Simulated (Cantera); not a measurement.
## Low-pressure radical oxidation in H2/O2

An isothermal, constant-pressure homogeneous reactor starts with 5.75 % H₂, 16.0 % O₂, 78.3 % N₂, at 1175 K and 3.30 Torr.

Detailed kinetics in Cantera: the H2/O2 subset of GRI-Mech 3.0, which has no nitrogen chemistry. Radical loss at walls, strong at low pressure, is not modelled. The temperature is held fixed by assumption; the heat of reaction is taken as removed at once.

```tsv
t (s)	x H₂	x O₂	x OH	x O	x HO₂
0.000200	0.0575	0.160	2.85e-11	3.37e-11	3.44e-10
0.000522	0.0575	0.160	1.41e-10	1.98e-10	8.97e-10
0.00136	0.0575	0.160	7.37e-10	1.23e-9	2.34e-9
0.00356	0.0575	0.160	9.29e-9	1.65e-8	6.13e-9
0.00928	0.0575	0.160	3.11e-6	5.56e-6	2.97e-8
0.0242	0.00402	0.130	0.00250	0.0163	3.17e-7
0.0632	0.00295	0.129	0.00223	0.0172	3.14e-7
0.165	0.00273	0.130	0.00215	0.0152	3.17e-7
0.431	0.00219	0.131	0.00193	0.0113	3.21e-7
1.12	0.00117	0.133	0.00142	0.00546	3.10e-7
2.94	0.000287	0.134	0.000706	0.00128	2.33e-7
7.66	3.84e-5	0.135	0.000259	0.000169	9.08e-8
20.0	5.70e-6	0.135	9.98e-5	2.52e-5	2.17e-8
```
x: mole fraction; the columns are a selection and need not sum to one.

Equilibrium at this temperature and pressure: H₂ 1.83e-8, O₂ 0.135, OH 5.68e-6, O 8.14e-8, HO₂ 1.44e-9 (gas phase only).
